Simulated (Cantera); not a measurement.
Input (Python, Cantera) and output of one run.

```python
import numpy as np
import cantera as ct

gas_names = [...]  # 116 gases of nasa_gas.yaml made of C, H, Mg, O
cond_names = """
    C(gr) C6H6(L) C7H8(L) C8H18(L),n-octa H2O(s) H2O(L) Mg(cr) Mg(L) MgCO3(s) MgO(s) MgO(L) MgO2H2(s)
""".split()


# ... load() reads the species with a 1 bar reference pressure and builds the phases ...
atoms = {
    'MgO': {'Mg': 1, 'O': 1},
    'C': {'C': 1},
    'H2': {'H': 2},
}
top_T = {'C(gr)': 4500}  # K; cautious upper limits of use, not melting points


# ... equilibrate(T, P, feed) seeds the gas with the atoms and calls Mixture.equilibrate('TP', solver="vcs", rtol=1e-11, max_steps=5000) ...
results = []
feed = {'MgO': 1, 'C': 0.015, 'H2': 1.8}  # mol
P = 1000  # Pa
for T in [1550, 1625, 1700, 1775, 1850, 1925, 2000, 2075, 2150, 2225]:
    mix = equilibrate(T, P, feed)
    results.append((T, P, feed, dict(zip(mix.species_names, mix.species_moles))))

top = {s: max(r[3][s] / sum(r[3][g] for g in gas_names) for r in results) for s in gas_names}
cols = sorted((s for s in top if top[s] > 1e-05), key=lambda s: -top[s])[:8]
seen = [c for c in cond_names if any(r[3].get(c, 0) > 1e-12 for r in results)]
print("log10 of partial pressures in bar; condensed amounts in mol")
print(f"{'T/K':>10s}" + "".join(f"{s[:9]:>10s}" for s in cols + seen))
for T, P, feed, n in results:
    ng = sum(n[g] for g in gas_names)
    print(f"{T:10.4g}" + "".join(f"{np.log10(max(n[s] / ng * P / 1e5, 1e-99)):10.3f}" for s in cols)
          + "".join(f"{n.get(c, 0):10.4g}" for c in seen))
```

It prints:

```
log10 of partial pressures in bar; condensed amounts in mol
       T/K        H2        Mg       H2O         H        CO        OH      MgOH       CO2    MgO(s)
      1550    -2.007    -4.085    -6.378    -5.505    -4.086   -11.349    -9.188    -8.903    0.9849
      1625    -2.008    -4.075    -5.637    -5.155    -4.087   -10.160    -8.534    -8.209    0.9846
      1700    -2.009    -4.037    -4.994    -4.836    -4.087    -9.108    -7.939    -7.606    0.9831
      1775    -2.011    -3.938    -4.472    -4.544    -4.089    -8.210    -7.396    -7.120    0.9788
      1850    -2.017    -3.778    -4.067    -4.277    -4.092    -7.458    -6.900    -6.746    0.9691
      1925    -2.028    -3.585    -3.745    -4.033    -4.098    -6.814    -6.447    -6.450    0.9512
      2000    -2.045    -3.385    -3.478    -3.811    -4.108    -6.245    -6.033    -6.202    0.9211
      2075    -2.072    -3.193    -3.249    -3.611    -4.123    -5.730    -5.655    -5.987    0.8732
      2150    -2.114    -3.015    -3.053    -3.432    -4.146    -5.259    -5.312    -5.793    0.8006
      2225    -2.175    -2.858    -2.885    -3.276    -4.178    -4.825    -5.005    -5.617    0.6947
```

Method: chemical equilibrium by Gibbs-energy minimisation in Cantera with the NASA 1993 tables (ideal gas, pure condensed phases). The tables' values for MgH are old estimates; treat these amounts as uncertain.
